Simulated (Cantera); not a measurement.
What does this Cantera script print?

```python
import numpy as np
import cantera as ct

gas_names = """
    AL ALCL ALCL2 ALCL3 ALH ALO ALOCL ALOH ALO2 ALO2H AL2 AL2CL6 AL2O AL2O2 CL CLO CL2 H HALO HCL HOCL
    HO2 H2 H2O H2O2 O OH O2 O3
""".split()
cond_names = """
    AL(cr) AL(L) ALCL3(s) ALCL3(L) AL2O3(a) AL2O3(L) H2O(s) H2O(L)
""".split()


def load(file, names, dense=False):
    # The tables refer to 1 bar. Condensed volumes are neglected.
    table = {s.name: s for s in ct.Species.list_from_file(file)}
    out = []
    for n in names:
        d = dict(table[n].input_data)
        d["thermo"] = dict(d["thermo"], **{"reference-pressure": 1e5})
        if dense:
            d["equation-of-state"] = {"model": "constant-volume", "density": "1e6 g/cm^3"}
        out.append(ct.Species.from_dict(d))
    return out


gas = ct.Solution(thermo="ideal-gas", species=load("nasa_gas.yaml", gas_names))
cond = {s.name: ct.Solution(thermo="fixed-stoichiometry", species=[s], name=s.name)
        for s in load("nasa_condensed.yaml", cond_names, dense=True)}
atoms = {
    'AlCl3': {'AL': 1, 'CL': 3},
    'H2O': {'H': 2, 'O': 1},
    'H2': {'H': 2},
    'O2': {'O': 2},
}
top_T = {}  # K; cautious upper limits of use, not melting points


def equilibrate(T, P, feed):
    n = {}
    for name, mol in feed.items():
        for a, k in atoms[name].items():
            n[a] = n.get(a, 0.0) + k * mol
    gas.TPX = T, P, n
    mass = sum(n.values()) * gas.mean_molecular_weight
    gas.equilibrate("TP")
    valid = [c for c in cond.values() if c.min_temp <= T <= top_T.get(c.name, c.max_temp)]
    mix = ct.Mixture([(gas, mass / gas.mean_molecular_weight)] + [(c, 0.0) for c in valid])
    mix.T, mix.P = T, P
    mix.equilibrate("TP", solver="vcs", rtol=1e-11, max_steps=5000)
    return mix


results = []
feed = {'AlCl3': 1, 'H2O': 1, 'H2': 3.1, 'O2': 0.35}  # mol
T = 1850  # K
P = 1333.22  # Pa
mix = equilibrate(T, P, feed)
results.append((T, P, feed, dict(zip(mix.species_names, mix.species_moles))))
x = sorted(zip(gas.X, gas.species_names), reverse=True)
print(f"T = {T:g} K  P = {P:g} Pa  gas = {mix.phase_moles(0):.4g} mol")
print("   x: " + "  ".join(f"{s} {v:.3e}" for v, s in x if v > 0.001))
print("   condensed (mol): " + ("  ".join(f"{mix.phase(i).name} {mix.phase_moles(i):.4g}"
      for i in range(1, mix.n_phases) if mix.phase_moles(i) > 1e-12) or "none"))
```

Output:

```
T = 1850 K  P = 1333.22 Pa  gas = 5.617 mol
   x: HCL 5.310e-01  H2 4.272e-01  H2O 3.577e-02  H 3.049e-03  CL 2.880e-03
   condensed (mol): AL2O3(a) 0.4996
```

These are equilibrium values from Cantera (NASA tables, ideal gas, pure condensed phases), not measurements of a reactor. The tables' values for AlCl2 are old estimates; treat these amounts as uncertain.
